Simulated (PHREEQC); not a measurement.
A column of 0.5 m (40 cells, dispersivity 0.025 m, 300 s a shift, diffusion coefficient 3e-10 m²/s) holds 0.01 eq of the database's cation exchanger X per kg of pore water, first in equilibrium with 0.0032 mol Na2SO4, 0.0032 mol CdCl2 and 1e-05 mol HCl per kg of water. It is flushed with 0.0032 mol MgSO4, 0.0072 mol LiCl and 1e-05 mol HCl per kg of water, at 25 °C. Values are for the last cell. No CO2 enters from the air. Nothing may precipitate in this run.

Computed with PHREEQC (ion-association model, phreeqc.dat).

```tsv
pore volumes	Li in solution (mol/kgw)	Mg in solution (mol/kgw)	Na in solution (mol/kgw)	Cd in solution (mol/kgw)	CdX2 on the exchanger (mol/kgw)	NaX on the exchanger (mol/kgw)
0	0	0	0.00640	0.00320	0.00472	0.000553
0.5125	8.45e-5	4.44e-9	0.00633	0.00320	0.00472	0.000547
1.012	0.00350	2.90e-5	0.00337	0.00316	0.00469	0.000294
1.512	0.00642	0.000388	0.000721	0.00281	0.00423	6.36e-5
2.013	0.00708	0.00113	0.000103	0.00208	0.00322	9.25e-6
2.513	0.00718	0.00188	1.24e-5	0.00133	0.00213	1.13e-6
3.013	0.00719	0.00243	1.37e-6	0.000768	0.00126	1.27e-7
3.513	0.00720	0.00279	1.46e-7	0.000414	0.000689	1.36e-8
4.013	0.00720	0.00299	1.51e-8	0.000211	0.000354	1.42e-9
```
